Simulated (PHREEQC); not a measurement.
Solution (45 °C): 1.2 mmol/kgw AgF and 14 mmol/kgw LiNO3. Closed to the air; pH follows from the charge balance.

Model: ion-association model, wateq4f.dat, run in PHREEQC.

```tsv
quantity	before	after
pH	6.94	3.10
ionic strength (mol/kgw)	0.0152	0.0184
HF (mol/kgw)	2.65e-7	0.00298
HF2- (mol/kgw)	1.36e-9	2.54e-5
```

Question: Which change was made?
(A) LiNO3 from 0.014 to 0.14 mol/kgw
(B) AgF replaced by Cu(BF4)2 at the same molality
(C) diluted 2-fold with water
(D) LiNO3 from 0.014 to 0.0028 mol/kgw
(E) LiNO3 replaced by LiCl at the same molality

Answer: B, AgF replaced by Cu(BF4)2 at the same molality

This is a speciation only: nothing precipitates in the calculation. At this temperature some constants are extrapolated from 25 °C, and those without enthalpy data are left unchanged. Real BF4- forms and hydrolyses slowly; the run takes it at equilibrium.
